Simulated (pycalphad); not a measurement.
All values are pycalphad results on the COST 507 light-alloy database (1999) (1 atm), not direct measurements. The data set is of 1999 and partly superseded. Phase fractions are per mole of atoms.

Give the equilibrium state of Si-69.99Al-4.208Fe (wt.%) at 825 K.

FCC_A1, fraction 0.633, with 98.7 Al, <0.01 Fe wt.%; DIAMOND_A4, fraction 0.227, with <0.01 Al, no Fe wt.%; ALFESI_BETA, fraction 0.140, with 60.0 Al, 26.6 Fe wt.%.

Give the equilibrium state of Si-69.99Al-4.208Fe (wt.%) at 900 K.


```
T = 900.00 K, P = 101325 Pa, N = 1 mol of atoms
G = -36401 J/mol, H = 26609 J/mol, S = 70.01 J/(mol K)  (SER reference)
chemical potentials (J/mol): Si -25785, Al -37040, Fe -143819
phase             fraction      x(Si)      x(Al)      x(Fe)
LIQUID              0.7947     0.1547     0.8384     0.0069
ALFESI_DELTA        0.1032     0.3000     0.5500     0.1500
DIAMOND_A4          0.1021     1.0000   1.89e-06       none
```

Database names, with the compositions (at.%) that they take in these runs: ALFESI_DELTA: Al 55 Si 30 Fe 15; ALFESI_BETA: Al 70 Si 15 Fe 15. FCC_A1 is fcc; DIAMOND_A4 is diamond (Si). An entry "none" or "no" means that the model of the phase leaves that element out.
